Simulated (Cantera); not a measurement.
## Equilibrium for abatement and gas-phase synthesis: SF6 + H2O + N2

Feed: 1 mol SF6, 0.053 mol H2O, a varied amount of N2, equilibrated at 1400 K and 54.0 Torr.

These are equilibrium values from Cantera (NASA tables, ideal gas, pure condensed phases), not measurements of a reactor. Candidate condensed phases: H2O, H2SO4, S; 62 gas species. The tables' values for SOF2, SF5, SF3 are old estimates; treat these amounts as uncertain. Equilibrium is a limit: real reactors are often held back by kinetics, nucleation or transport.

From 2.2 mol N2 to 20 mol N2 nothing is condensed.

| n(N2) (mol) | x N2 | x SF6 | x F | x SF4 | x HF |
|---|---|---|---|---|---|
| 2.2 | 0.623 | 0.245 | 0.0627 | 0.0307 | 0.0300 |
| 2.8 | 0.674 | 0.205 | 0.0592 | 0.0289 | 0.0255 |
| 3.6 | 0.722 | 0.168 | 0.0555 | 0.0269 | 0.0213 |
| 4.6 | 0.764 | 0.136 | 0.0518 | 0.0250 | 0.0176 |
| 5.9 | 0.801 | 0.108 | 0.0481 | 0.0232 | 0.0144 |
| 7.5 | 0.832 | 0.0861 | 0.0446 | 0.0214 | 0.0118 |
| 9.6 | 0.860 | 0.0670 | 0.0410 | 0.0196 | 0.00949 |
| 12 | 0.881 | 0.0528 | 0.0379 | 0.0181 | 0.00778 |
| 16 | 0.903 | 0.0382 | 0.0341 | 0.0162 | 0.00598 |
| 20 | 0.918 | 0.0294 | 0.0313 | 0.0148 | 0.00487 |
x: gas mole fraction; nothing condenses.
